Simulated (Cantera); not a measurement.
Standard-state values (1 bar) from the NASA 1993 polynomials, evaluated with Cantera. Values are per mole of reaction as written; species without (g) are pure solids or liquids, kept so even where they would boil at 1 bar. TiC: taken at fixed stoichiometry.

Task: Between 300 and 2948 K, where is each reaction favourable under standard conditions?
- TiC + 3 CH4(g) → 2 C2H6(g) + Ti
- 2 CH3(g) + 4 TiC → C6H6(g) + 4 Ti

Result: 
- TiC + 3 CH4(g) → 2 C2H6(g) + Ti: ΔG° is 268 kJ at 300 K and 507 kJ at 2948 K; it stays positive (K < 1). ΔH° is 252 kJ and ΔS° -87 J/K at 2948 K.
- 2 CH3(g) + 4 TiC → C6H6(g) + 4 Ti: ΔG° is 553 kJ at 300 K and 754 kJ at 2948 K; it stays positive (K < 1). ΔH° is 660 kJ and ΔS° -32 J/K at 2948 K.
